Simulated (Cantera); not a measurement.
An adiabatic, constant-pressure homogeneous reactor starts with CH4 : O2 : N2 : CO2 = 1 : 0.8 : 3.01 : 1.4 (molar parts), equivalence ratio 2.5, at 1400 K and 3.36 atm. Integrator tolerance rtol = 1e-08.

Computed with Cantera and GRI-Mech 3.0 (53 species, 325 reactions).

```json
[
 {"quantity": "time of steepest temperature rise", "before": "3.46 ms", "after": "3.95 ms"},
 {"quantity": "temperature at 3.00 s", "before": "1917 K", "after": "1917 K"},
 {"quantity": "equilibrium temperature", "before": "1917 K", "after": "1917 K"},
 {"quantity": "x(CH4) at 3.00 s", "before": "1.07e-9 (gas-phase equilibrium 1.17e-9)", "after": "7.75e-10 (gas-phase equilibrium 8.52e-10)"},
 {"quantity": "x(O2) at 3.00 s", "before": "2.19e-8 (gas-phase equilibrium 2.19e-8)", "after": "2.56e-8 (gas-phase equilibrium 2.56e-8)"},
 {"quantity": "x(CO2) at 3.00 s", "before": "0.0962 (gas-phase equilibrium 0.0962)", "after": "0.0962 (gas-phase equilibrium 0.0962)"},
 {"quantity": "x(H2) at 3.00 s", "before": "0.0962 (gas-phase equilibrium 0.0962)", "after": "0.0962 (gas-phase equilibrium 0.0962)"},
 {"quantity": "x(NO) at 3.00 s", "before": "2.24e-6 (gas-phase equilibrium 1.41e-6)", "after": "2.51e-6 (gas-phase equilibrium 1.52e-6)"},
 {"quantity": "x(CH2CO) at 3.00 s", "before": "<1e-12 (gas-phase equilibrium <1e-12)", "after": "<1e-12 (gas-phase equilibrium <1e-12)"},
 {"quantity": "x(CO) at 3.00 s", "before": "0.228 (gas-phase equilibrium 0.228)", "after": "0.228 (gas-phase equilibrium 0.228)"}
]
```

Q: What was changed between the two runs?
A. pressure from 3.36 atm to 4.93 atm
B. constant volume in place of constant pressure
C. pressure from 3.36 atm to 2.86 atm
D. pressure from 3.36 atm to 1.00 atm

A: C, pressure from 3.36 atm to 2.86 atm
